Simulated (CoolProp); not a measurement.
Hydrogen chloride along the isobar 3260 kPa: Z from the reference equation and from simpler models built on Tc = 324.7 K, pc = 8314 kPa, ω = 0.130; each cubic takes its own stable root.

Model: reference Helmholtz-energy equation of state, Thol 2018, in CoolProp.

```csv
T (K),phase,reference,van der Waals,Soave-Redlich-Kwong
275.8,liquid,0.05635,0.7881,0.06715
301.8,gas,?,?,?
327.8,gas,0.8444,0.8730,0.8575
353.8,gas,0.8820,0.8975,?
379.7,gas,0.9075,0.9159,0.9171
405.7,gas,0.9261,?,0.9356
431.7,gas,?,0.9414,0.9496
457.7,gas,0.9509,0.9504,?
483.7,gas,?,0.9577,0.9691
```

### Question
Complete the blanks.

### Answer

- 301.8, reference: 0.7835
- 301.8, van der Waals: 0.8388
- 301.8, Soave-Redlich-Kwong: 0.8058
- 353.8, Soave-Redlich-Kwong: 0.8923
- 405.7, van der Waals: 0.9301
- 431.7, reference: 0.9400
- 457.7, Soave-Redlich-Kwong: 0.9605
- 483.7, reference: 0.9595

At some of these states van der Waals gives the other phase, because its saturation line lies elsewhere.
